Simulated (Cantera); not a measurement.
**Hydrogen reduction and annealing atmospheres: V2O5 + H2 + N2**

Feed: 1 mol V2O5, 2.1 mol H2, 0.57 mol N2, held at 12.0 mbar.

Cantera equilibrium calculation (NASA polynomials, part measured and part estimated; ideal gas, pure solids and liquids). Candidate condensed phases: H2O, V, VN, VO, V2O3, V2O4, V2O5; 28 gas species. Condensed phases not in the tables: the oxides between V2O3 and V2O5 other than VO2. Kinetics and transport are ignored.

| T (°C) | log p H2O | log p N2 | log p H2 | log p VO2 | log p OH | n V2O3(s) |
|---|---|---|---|---|---|---|
| 1127 | -2.05 | -2.59 | -3.35 | -8.73 | -7.39 | 1.00 |
| 1177 | -2.05 | -2.59 | -3.35 | -8.12 | -7.02 | 1.000 |
| 1227 | -2.05 | -2.59 | -3.35 | -7.54 | -6.67 | 1.000 |
| 1277 | -2.05 | -2.59 | -3.35 | -7.01 | -6.35 | 1.000 |
| 1327 | -2.05 | -2.59 | -3.35 | -6.51 | -6.04 | 1.000 |
| 1377 | -2.05 | -2.59 | -3.35 | -6.05 | -5.76 | 1.000 |
| 1427 | -2.05 | -2.59 | -3.35 | -5.61 | -5.49 | 1.000 |
| 1477 | -2.05 | -2.59 | -3.34 | -5.20 | -5.24 | 0.999 |
| 1527 | -2.05 | -2.59 | -3.34 | -4.81 | -5.01 | 0.998 |
| 1577 | -2.05 | -2.59 | -3.32 | -4.46 | -4.79 | 0.996 |
| 1627 | -2.05 | -2.60 | -3.30 | -4.12 | -4.59 | 0.992 |
| 1677 | -2.06 | -2.60 | -3.26 | -3.82 | -4.41 | 0.983 |
log p: log10 of the partial pressure in bar; n: condensed amount in mol.

From 1127 °C to 1677 °C the condensed part is V2O3(s). The main V-bearing gas is VO2 throughout.
